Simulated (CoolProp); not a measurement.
A simple Rankine cycle with the fluoroketone C6F12O (FK-5-1-12): condensing at 311.15 K, boiler at 0.406 MPa, turbine inlet 371.3 K, turbine efficiency 0.85, pump efficiency 0.7, no recuperator. Each further row changes one setting.

The numbers come from the reference Helmholtz-energy equation of state, McLinden 2015 in CoolProp.

```json
[
 {"case": "as stated", "thermal efficiency (%)": "9.2", "net work (kJ/kg)": "12.9", "heat in (kJ/kg)": "140", "turbine exit temperature (K)": "351.3", "volume ratio over the turbine": "6.59"},
 {"case": "turbine inlet 391.3 K", "thermal efficiency (%)": "8.7", "net work (kJ/kg)": "13.9", "heat in (kJ/kg)": "160", "turbine exit temperature (K)": "371.6", "volume ratio over the turbine": "6.39"},
 {"case": "condensing temperature 303.15 K", "thermal efficiency (%)": "10.2", "net work (kJ/kg)": "15.3", "heat in (kJ/kg)": "149", "turbine exit temperature (K)": "348.4", "volume ratio over the turbine": "9.01"},
 {"case": "boiler pressure 0.284 MPa", "thermal efficiency (%)": "7.5", "net work (kJ/kg)": "10.7", "heat in (kJ/kg)": "142", "turbine exit temperature (K)": "356.1", "volume ratio over the turbine": "4.38"},
 {"case": "turbine efficiency 0.75", "thermal efficiency (%)": "8.1", "net work (kJ/kg)": "11.4", "heat in (kJ/kg)": "140", "turbine exit temperature (K)": "353.0", "volume ratio over the turbine": "6.63"}
]
```
